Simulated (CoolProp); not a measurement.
Saturation properties of methanol.

Computed with CoolProp (reference Helmholtz-energy equation of state, de Reuck 1993).

| T (K) | p (MPa) | liquid density (kg/m³) | liquid cp (kJ/(kg K)) | liquid viscosity (µPa s) | liquid conductivity (mW/(m K)) |
|---|---|---|---|---|---|
| 292.3 | 0.01245 | 791.7 | 2.500 | 592 | 201 |
| 305.5 | 0.02463 | 779.3 | 2.582 | 490 | 199 |
| 318.8 | 0.04597 | 766.7 | 2.675 | 410 | 196 |
| 332 | 0.08084 | 753.9 | 2.778 | 348 | 194 |
| 345.3 | 0.1360 | 740.7 | 2.893 | 299 | 191 |
| 358.5 | 0.2184 | 727.0 | 3.018 | 259 | 189 |
| 371.8 | 0.3390 | 712.5 | 3.154 | 226 | 186 |
| 385 | 0.5072 | 697.2 | 3.303 | 198 | 183 |
| 398.3 | 0.7389 | 680.8 | 3.469 | 174 | 181 |

It boils at 337.6 K under 1 atm.

Viscosity comes from a separate model (Xiang 2006). Thermal conductivity comes from a separate model (Sykioti 2013).
